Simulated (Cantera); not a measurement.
Input: 1 mol C2F6, 0.16 mol H2, equilibrated at 2702 °C and 1.33 mbar.

Equilibrium computed with Cantera from the NASA thermochemical tables; the gas is ideal and each condensed phase is pure. Candidate condensed phases: C, C6H6, C7H8, C8H18; 95 gas species. The feed counts by its element totals alone. Kinetics and transport are ignored.

Base state: F 0.791, C3 0.0642, CF 0.0617, HF 0.0430, C 0.0213, C2 0.00913, H 0.00515, CF2 0.00406 (mole fractions); condensed: gas only.

What changes in the equilibrium state with this change: C2F6 replaced by CCl4?


| species | before | after |
|---|---|---|
| Cl | 0 | 0.845 |
| H | 0.00515 | 0.0624 |
| C3 | 0.0642 | 0.0573 |
| F | 0.791 | 0 |
| CF | 0.0617 | 0 |
| HF | 0.0430 | 0 |
| C | 0.0213 | 0.0205 |
| HCl | 0 | 0.00483 |
| CF2 | 0.00406 | 0 |
| CCl | 0 | 3.56e-5 |
| Cl2 | 0 | 1.13e-5 |
| H2 | 1.66e-6 | 0.000243 |
The tables' values for CCl are old estimates; treat these amounts as uncertain.
